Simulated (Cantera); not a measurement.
An isothermal, constant-pressure homogeneous reactor starts with 12.7 % H2, 3.28 % O2, 84.0 % N2, at 950 K and 37000 Pa.

Cantera simulation using the H2/O2 subset of GRI-Mech 3.0, which has no nitrogen chemistry; the numbers are that mechanism's predictions, not measurements. The temperature is held fixed by assumption; the heat of reaction is taken as removed at once.

x: mole fraction; the columns are a selection and need not sum to one.

```json
[
 {"t (s)": "0.000300", "x H2": "0.127", "x O2": "0.0328", "x H": "1.75e-10", "x OH": "2.52e-12", "x HO2": "1.58e-10", "x O": "8.77e-12"},
 {"t (s)": "0.000854", "x H2": "0.127", "x O2": "0.0328", "x H": "4.02e-9", "x OH": "5.83e-11", "x HO2": "(withheld)", "x O": "2.04e-10"},
 {"t (s)": "0.00243", "x H2": "0.127", "x O2": "0.0328", "x H": "2.12e-5", "x OH": "4.39e-7", "x HO2": "(withheld)", "x O": "1.08e-6"},
 {"t (s)": "0.00693", "x H2": "0.0617", "x O2": "1.60e-5", "x H": "0.00352", "x OH": "5.75e-6", "x HO2": "(withheld)", "x O": "6.17e-7"},
 {"t (s)": "0.0197", "x H2": "0.0632", "x O2": "7.01e-8", "x H": "0.000766", "x OH": "1.21e-6", "x HO2": "3.48e-11", "x O": "1.88e-8"},
 {"t (s)": "0.0562", "x H2": "0.0634", "x O2": "2.04e-9", "x H": "0.000237", "x OH": "3.73e-7", "x HO2": "1.12e-12", "x O": "1.77e-9"},
 {"t (s)": "0.160", "x H2": "0.0635", "x O2": "1.74e-10", "x H": "7.99e-5", "x OH": "1.26e-7", "x HO2": "<1e-12", "x O": "2.01e-10"},
 {"t (s)": "0.456", "x H2": "0.0635", "x O2": "2.42e-11", "x H": "2.77e-5", "x OH": "4.35e-8", "x HO2": "<1e-12", "x O": "2.40e-11"},
 {"t (s)": "1.30", "x H2": "0.0636", "x O2": "4.44e-12", "x H": "9.66e-6", "x OH": "1.52e-8", "x HO2": "<1e-12", "x O": "2.93e-12"},
 {"t (s)": "3.70", "x H2": "0.0636", "x O2": "<1e-12", "x H": "3.39e-6", "x OH": "5.32e-9", "x HO2": "<1e-12", "x O": "<1e-12"},
 {"t (s)": "10.5", "x H2": "0.0636", "x O2": "<1e-12", "x H": "1.19e-6", "x OH": "1.87e-9", "x HO2": "<1e-12", "x O": "<1e-12"},
 {"t (s)": "30.0", "x H2": "0.0636", "x O2": "<1e-12", "x H": "4.17e-7", "x OH": "6.56e-10", "x HO2": "<1e-12", "x O": "<1e-12"}
]
```

**Question.** What belongs in the gaps?

**Answer.** 
- 0.000854, x HO2: 3.11e-9
- 0.00243, x HO2: 7.34e-6
- 0.00693, x HO2: 7.84e-9
